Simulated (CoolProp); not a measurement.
Values from CoolProp's reference Helmholtz-energy equation of state, Akasaka 2024.

Task: For R1132(E), give the phase and the density (kg/m³), cv (kJ/(kg K)), expansivity (1/kK) at 1.45 °C and 6.5 MPa; 43.25 °C and 6.5 MPa; 85.05 °C and 6.5 MPa.

Result: 
- 1.45 °C and 6.5 MPa: liquid; density 1020, cv 1.07, expansivity 2.78
- 43.25 °C and 6.5 MPa: liquid; density 878, cv 1.08, expansivity 4.77
- 85.05 °C and 6.5 MPa: supercritical; density 518, cv 1.18, expansivity 58.2
